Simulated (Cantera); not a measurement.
Input: 1 mol PbO, 0.8 mol O2, 0.17 mol N2, held at 10000 Pa.

Equilibrium computed with Cantera from the NASA thermochemical tables; the gas is ideal and each condensed phase is pure. Candidate condensed phases: Pb, PbO, PbO2, Pb3O4; 12 gas species. Gases not in the tables: (PbO)n polymers. Rates play no part.

x: gas mole fraction; n: condensed amount in mol.

```tsv
T (K)	x O2	x N2	x PbO	x NO	x Pb	n PbO(yellow)	n PbO(l)
873	0.825	0.175	2.36e-8	5.91e-6	<1e-12	1.00	0
923	0.825	0.175	1.89e-7	1.17e-5	5.86e-12	1.00	0
973	0.825	0.175	1.21e-6	2.15e-5	8.73e-11	1.000	0
1023	0.825	0.175	6.43e-6	3.74e-5	9.93e-10	1.000	0
1073	0.825	0.175	(withheld)	(withheld)	(withheld)	1.000	0
1123	0.825	0.175	0.000114	9.75e-5	6.60e-8	1.000	0
1173	0.824	0.175	(withheld)	(withheld)	(withheld)	0	1.000
1223	0.824	0.175	0.00108	0.000217	1.89e-6	0	0.999
1273	0.822	0.175	0.00280	0.000308	7.92e-6	0	0.997
```

Task: What belongs in the gaps?

Result: 
- 1173, x PbO: 0.000386
- 1173, x NO: 0.000148
- 1173, x Pb: 3.96e-7
- 1073, x PbO: 2.91e-5
- 1073, x NO: 6.18e-5
- 1073, x Pb: 8.95e-9
